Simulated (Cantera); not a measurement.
An isothermal, constant-pressure homogeneous reactor starts with 13.7 % H₂, 80.8 % O₂, 5.49 % H₂O, at 1225 K and 15.0 Torr.

Detailed kinetics in Cantera: the H2/O2 subset of GRI-Mech 3.0, which has no nitrogen chemistry. Radical loss at walls, strong at low pressure, is not modelled. The temperature is held fixed by assumption; the heat of reaction is taken as removed at once.

x: mole fraction; the columns are a selection and need not sum to one.

```csv
t (s),x H₂,x O₂,x OH,x HO₂,x O
7.00e-5,0.137,0.808,___,1.71e-8,1.29e-8
0.000159,0.137,0.808,___,3.98e-8,1.06e-7
0.000363,0.137,0.808,___,1.53e-7,5.97e-6
0.000825,0.0769,0.771,0.00974,1.01e-5,0.0197
0.00188,0.00630,0.733,0.00903,1.24e-5,0.0505
0.00427,0.00450,0.753,___,1.25e-5,0.0344
0.00973,0.00209,0.776,___,1.12e-5,0.0153
0.0221,0.000553,0.789,___,7.09e-6,0.00397
0.0504,0.000109,0.792,___,2.77e-6,0.000782
0.115,2.29e-5,0.793,___,8.37e-7,0.000166
0.261,5.81e-6,0.793,___,2.57e-7,4.30e-5
0.594,1.76e-6,0.793,___,8.92e-8,1.32e-5
1.35,6.04e-7,0.794,___,3.73e-8,4.58e-6
3.08,2.27e-7,0.794,___,2.20e-8,1.74e-6
7.00,9.41e-8,0.794,___,2.01e-8,7.21e-7
```

Task: Complete the blanks.

Result: 
- 7.00e-5, x OH: 9.04e-9
- 0.000159, x OH: 6.95e-8
- 0.000363, x OH: 3.87e-6
- 0.00427, x OH: 0.00769
- 0.00973, x OH: 0.00527
- 0.0221, x OH: 0.00270
- 0.0504, x OH: 0.00120
- 0.115, x OH: 0.000557
- 0.261, x OH: 0.000284
- 0.594, x OH: 0.000157
- 1.35, x OH: 9.25e-5
- 3.08, x OH: 5.69e-5
- 7.00, x OH: 3.67e-5
